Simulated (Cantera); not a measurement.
Cantera run, input and output.

```python
import numpy as np
import cantera as ct

gas = ct.Solution("gri30.yaml")
gas.TPX = 2000, 73000, {'CH4': 1, 'N2': 5.4}
inlet = ct.Reservoir(gas, clone=True)

reactor = ct.IdealGasConstPressureReactor(gas, energy="off", clone=False)
exhaust = ct.Reservoir(gas, clone=True)
tau = [2, 0.69, 0.24, 0.086, 0.03, 0.011, 0.0038, 0.0013, 0.00047][0]
for a, b in ((inlet, reactor), (reactor, exhaust)):
    ct.MassFlowController(a, b, mdot=lambda t: reactor.mass / tau)
net = ct.ReactorNet([reactor])
show = ['CH4', 'C2H2', 'H2', 'HCN', 'C2H']

rows = []
print(f"{'tau/s':>10s}{'T/K':>9s}" + "".join(f"{s:>11s}" for s in show))
for tau in [2, 0.69, 0.24, 0.086, 0.03, 0.011, 0.0038, 0.0013, 0.00047]:
    net.initial_time = 0.0
    net.advance(30 * tau)
    before = gas.X
    net.advance(40 * tau)
    drift = np.max(np.abs(gas.X - before) / (gas.X + 1e-9))
    rows.append([gas.T, *gas[show].X, drift])
    print(f"{tau:10.3e}{gas.T:9.1f}" + "".join(f"{x:11.3e}" for x in gas[show].X))
```

It prints:

```
     tau/s      T/K        CH4       C2H2         H2        HCN        C2H
 2.000e+00   2000.0  1.028e-03  6.632e-02  2.007e-01  1.333e-03  5.244e-06
 6.900e-01   2000.0  1.732e-03  6.628e-02  1.997e-01  7.537e-04  5.193e-06
 2.400e-01   2000.0  2.965e-03  6.586e-02  1.981e-01  4.147e-04  5.080e-06
 8.600e-02   2000.0  5.061e-03  6.497e-02  1.952e-01  2.221e-04  4.891e-06
 3.000e-02   2000.0  8.846e-03  6.322e-02  1.901e-01  1.105e-04  4.592e-06
 1.100e-02   2000.0  1.513e-02  6.023e-02  1.815e-01  5.383e-05  4.188e-06
 3.800e-03   2000.0  2.647e-02  5.468e-02  1.659e-01  2.382e-05  3.617e-06
 1.300e-03   2000.0  4.511e-02  4.526e-02  1.401e-01  9.523e-06  2.873e-06
 4.700e-04   2000.0  7.084e-02  3.174e-02  1.040e-01  3.368e-06  1.988e-06
```

Computed with Cantera and GRI-Mech 3.0 (53 species, 325 reactions). GRI-Mech 3.0 stops at C3 and has no aromatics, soot or wall deposition, so with more carbon than oxygen in the feed, carbon stays in small species such as C2H2 where larger ones or solid carbon would form.
